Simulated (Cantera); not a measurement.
Input: 1 mol CHF3, 0.46 mol H2, held at 23.0 Pa.

Equilibrium computed with Cantera from the NASA thermochemical tables; the gas is ideal and each condensed phase is pure. Candidate condensed phases: C, C6H6, C7H8, C8H18; 95 gas species. Condensed phases not in the tables: fluorocarbon polymer. Gases not in the tables: C2F6 and larger saturated fluorocarbons. The numbers say what is thermodynamically allowed, not how fast it happens.

x: gas mole fraction; n: condensed amount in mol.

| T (K) | x HF | x F | x CF4 | x CF2 | n C(graphite) |
|---|---|---|---|---|---|
| 848 | 0.877 | 2.17e-12 | 0.123 | 2.79e-11 | 0.730 |
| 948 | 0.877 | 2.43e-10 | 0.123 | 1.94e-9 | 0.730 |
| 1048 | 0.877 | 1.11e-8 | 0.123 | 5.94e-8 | 0.730 |
| 1148 | 0.877 | … | 0.123 | … | 0.730 |
| 1248 | 0.877 | 3.73e-6 | 0.123 | 1.06e-5 | 0.730 |
| 1348 | 0.877 | 3.58e-5 | 0.123 | 7.87e-5 | 0.730 |
| 1448 | 0.876 | 0.000251 | 0.123 | 0.000442 | 0.730 |
| 1548 | 0.875 | 0.00137 | 0.122 | 0.00197 | 0.729 |
| 1648 | 0.870 | … | 0.117 | … | 0.725 |
| 1748 | 0.853 | 0.0220 | 0.103 | 0.0215 | 0.718 |
| 1848 | 0.811 | 0.0653 | 0.0718 | 0.0503 | 0.708 |
| 1948 | 0.744 | 0.148 | 0.0275 | 0.0783 | 0.723 |

Task: Some entries are withheld; supply them.

Result: 
- 1148, x F: 2.62e-7
- 1148, x CF2: 9.96e-7
- 1648, x F: 0.00604
- 1648, x CF2: 0.00717
